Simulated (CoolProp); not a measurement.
Aqueous potassium carbonate as a coolant, 33 % by mass, freezing at -23.1 °C, 1 atm.

Model: Melinder's fits for secondary coolants, in CoolProp.

| T (°C) | conductivity (W/(m K)) | Prandtl number | density (kg/m³) | cp (kJ/(kg K)) |
|---|---|---|---|---|
| -20.2 | 0.500 | 60.3 | 1349 | ? |
| -11.9 | ? | 41.6 | 1346 | 2.820 |
| -3.6 | 0.527 | ? | 1344 | ? |
| 4.8 | 0.541 | 22.8 | 1340 | 2.847 |
| 13.1 | 0.554 | ? | 1336 | 2.862 |
| 21.4 | ? | 14.5 | 1332 | 2.877 |
| 29.7 | 0.581 | 11.9 | 1327 | ? |
| 38 | 0.594 | ? | 1323 | 2.909 |

### Question
Some entries are withheld; supply them.

### Answer

- -20.2, cp (kJ/(kg K)): 2.807
- -11.9, conductivity (W/(m K)): 0.513
- -3.6, Prandtl number: 30.2
- -3.6, cp (kJ/(kg K)): 2.833
- 13.1, Prandtl number: 17.9
- 21.4, conductivity (W/(m K)): 0.568
- 29.7, cp (kJ/(kg K)): 2.893
- 38, Prandtl number: 9.93
